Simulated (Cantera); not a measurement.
A perfectly stirred reactor is fed with C₂H₆ : H₂ = 1 : 3.3 (molar parts), at 0.210 Torr; it is held at 1775 K, and followed from long to short residence time.

Cantera simulation using GRI-Mech 3.0 (53 species, 325 reactions); the numbers are that mechanism's predictions, not measurements. GRI-Mech 3.0 stops at C3 and has no aromatics, soot or wall deposition, so with more carbon than oxygen in the feed, carbon stays in small species such as C2H2 where larger ones or solid carbon would form. Radical loss at walls, strong at low pressure, is not modelled.

x: mole fraction; the columns are a selection and need not sum to one.

```
τ (s)      x C₂H₆   x H₂      x H     x CH₄    x C₂H   x C₂H₂
-------  --------  -----  -------  --------  -------  -------
1.6      0.000377  0.787        …    0.0661  6.82e-6    0.130
0.36      0.00155  0.753        …     0.108  6.73e-6    0.107
0.080     0.00642  0.712  0.00688     0.150  5.50e-6   0.0724
0.018      0.0260  0.684  0.00707     0.158  2.62e-6   0.0323
0.0039     0.0967  0.707        …    0.0840  2.53e-7  0.00453
0.00085     0.194  0.750        …    0.0119  1.24e-9  6.15e-5
0.00019     0.225  0.763        …  0.000843   <1e-12  7.57e-8
```

### Question
Fill in the missing entries.

### Answer

- 1.6, x H: 0.00526
- 0.36, x H: 0.00605
- 0.0039, x H: 0.00506
- 0.00085, x H: 0.00198
- 0.00019, x H: 0.000337
